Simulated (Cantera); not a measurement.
Ignition delay

Mixture: 10.1 % CH₄, 18.9 % O₂, 70.9 % N₂, at 10.0 bar, adiabatic and at constant pressure. Ignition delay is the time to a rise of 400 K.

Computed with Cantera and GRI-Mech 3.0 (53 species, 325 reactions).

```tsv
T0 (K)	delay (ms)
1150	9.19
1225	3.60
1300	1.51
1375	0.669
1450	0.312
1525	0.152
1600	0.0772
```

```json
{
 "apparent activation energy between 1450 and 1600 K": "180 kJ/mol"
}
```
